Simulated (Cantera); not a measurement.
A closed system holds: 1 mol Ti(OiPr)4, 1.9 mol N2, equilibrated at 0.140 bar.

Method: chemical equilibrium by Gibbs-energy minimisation in Cantera with the NASA 1993 tables (ideal gas, pure condensed phases). Candidate condensed phases: C, C6H6, C7H8, C8H18, H2O, Ti, TiC, TiN, TiO, TiO2, Ti2O3, Ti3O5, Ti4O7; 139 gas species. The feed counts by its element totals alone. TiC: taken at fixed stoichiometry. Equilibrium is a limit: real reactors are often held back by kinetics, nucleation or transport. All values below are at 1873 K.

Base state: H2 0.701, CO 0.201, N2 0.0943, HCN 0.00222, H 0.00144, C2H2 (acetylene) 0.000219, HNC 9.87e-5, CH4 4.19e-5 (mole fractions); condensed: C(graphite) + TiC(s).

Problem. What changes in the equilibrium state with this change: pressure from 0.140 bar to 0.0133 bar?

Solution. 
| species | before | after |
|---|---|---|
| H2 | 0.701 | 0.698 |
| CO | 0.201 | 0.201 |
| N2 | 0.0943 | 0.0941 |
| H | 0.00144 | 0.00467 |
| CH4 | 4.19e-5 | 3.96e-6 |
| C2H2 (acetylene) | 0.000219 | 0.000218 |
| C(graphite), mol | 6.94 | 6.95 |
| TiC(s), mol | 1.00 | 1.00 |
